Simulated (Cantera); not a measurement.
Gas mixture: 100 % N2, at 4880 Torr, frozen composition.

Cantera's kinetic-theory transport with the Lennard-Jones parameters of GRI-Mech 3.0, ideal gas; thermal conductivity in the mixture-averaged form.

D: mixture-averaged diffusion coefficient of that species in the mixture.

```csv
T (K),ρ (kg/m³),cp (J/kg/K),μ (µPa s),λ (mW/m/K),Pr,D (cm²/s) OH,D (cm²/s) CH4,D (cm²/s) H2O
400,5.48,1047,22.3,32.8,0.713,…,0.0582,0.0617
500,4.38,1058,26.1,39.0,0.708,…,0.0857,0.0939
600,3.65,1074,29.6,45.2,0.704,…,0.117,0.131
700,3.13,1095,32.8,51.2,0.702,…,0.152,0.173
800,2.74,1121,35.8,57.1,0.703,…,0.191,0.220
900,2.43,1147,38.7,62.9,0.706,…,0.232,0.270
```

Question: Fill in the missing entries.

Answer: 
- 400, D (cm²/s) OH: 0.0816
- 500, D (cm²/s) OH: 0.119
- 600, D (cm²/s) OH: 0.162
- 700, D (cm²/s) OH: 0.210
- 800, D (cm²/s) OH: 0.263
- 900, D (cm²/s) OH: 0.320
